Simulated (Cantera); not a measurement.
A perfectly stirred reactor is fed with C3H8 : O2 : N2 = 1 : 5.38 : 20.2 (molar parts), at 3.26 atm; it is adiabatic with a 648 K inlet, and is followed from long to short residence time, starting on the burning branch (τ in s: 0.068, 0.034, 0.017, 0.0087, 0.0044, 0.0022, 0.0011, 0.00056, 0.00028, 0.00014, 7.1e-05).

Detailed kinetics in Cantera: GRI-Mech 3.0 (53 species, 325 reactions). GRI-Mech 3.0 was tuned for natural gas; its chemistry of propane as a main component is partial and can be far from experiment.

x: mole fraction; the columns are a selection and need not sum to one.

```
τ (s)    T (K)   x C3H8    x O2      x NO    x N2O    x CH2  x CH2CO   x CH2O
-------  -----  -------  ------  --------  -------  -------  -------  -------
0.068     2422  5.74e-8  0.0165   0.00430  5.35e-7  3.34e-8  4.95e-8  1.33e-7
0.034     2421  1.13e-7  0.0169   0.00368  5.47e-7  6.57e-8  9.88e-8  2.61e-7
0.017     2418  2.22e-7  0.0175   0.00291  5.57e-7  1.27e-7  1.97e-7  5.06e-7
0.0087    2411  4.20e-7  0.0182   0.00216  5.63e-7  2.36e-7  3.82e-7  9.44e-7
0.0044    2398        ?  0.0192         ?  5.64e-7        ?        ?        ?
0.0022    2377        ?  0.0205         ?  5.60e-7        ?        ?        ?
0.0011    2345  2.67e-6  0.0222  0.000662  5.47e-7  1.27e-6  2.82e-6  5.45e-6
0.00056   2305  4.67e-6  0.0242  0.000431  5.26e-7  2.04e-6  5.23e-6  9.25e-6
0.00028   2256  8.28e-6  0.0265  0.000277  4.96e-7  3.25e-6  9.58e-6  1.59e-5
0.00014   2201  1.49e-5  0.0292  0.000181  4.63e-7  5.15e-6  1.72e-5  2.79e-5
7.1e-5    2140  2.76e-5  0.0326  0.000119  4.28e-7  8.26e-6  3.08e-5  4.97e-5
```

Q: Complete the blanks.

A: 
- 0.0044, x C3H8: 7.91e-7
- 0.0044, x NO: 0.00151
- 0.0044, x CH2: 4.30e-7
- 0.0044, x CH2CO: 7.47e-7
- 0.0044, x CH2O: 1.73e-6
- 0.0022, x C3H8: 1.47e-6
- 0.0022, x NO: 0.00101
- 0.0022, x CH2: 7.57e-7
- 0.0022, x CH2CO: 1.46e-6
- 0.0022, x CH2O: 3.11e-6
